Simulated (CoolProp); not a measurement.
Vapour-liquid equilibrium of ethanol (1) + cyclohexane (2) at 0.881 bar; x and y are mole fractions of (1).

The numbers come from the multi-fluid Helmholtz-energy mixture model, Schroeder 2014 and Zhou 2014; pair parameters Bell 2016 in CoolProp.

| x | bubble temperature, mixture model (K) | bubble temperature, Raoult's law (K) | y, mixture model | y, Raoult's law |
|---|---|---|---|---|
| 0.05 | 342.8 | 349.2 | 0.218 | 0.052 |
| 0.15 | 337.4 | 349.1 | 0.386 | 0.156 |
| 0.25 | 335.9 | 348.9 | 0.441 | 0.259 |
| 0.35 | 335.5 | 348.8 | 0.459 | 0.360 |
| 0.45 | 335.5 | 348.6 | 0.463 | 0.461 |
| 0.55 | 335.5 | 348.5 | 0.465 | 0.560 |
| 0.65 | 335.7 | 348.4 | 0.476 | 0.659 |
| 0.75 | 336.5 | 348.3 | 0.512 | 0.757 |
| 0.85 | 338.8 | 348.2 | 0.601 | 0.855 |
| 0.95 | 344.0 | 348.1 | 0.810 | 0.952 |

The largest gap from Raoult's law is -13.3 K in bubble temperature, at x = 0.35. y crosses x between x = 0.45 and 0.55: the model has an azeotrope there.

The pair parameters rest on a limited set of measurements; away from them the model extrapolates.
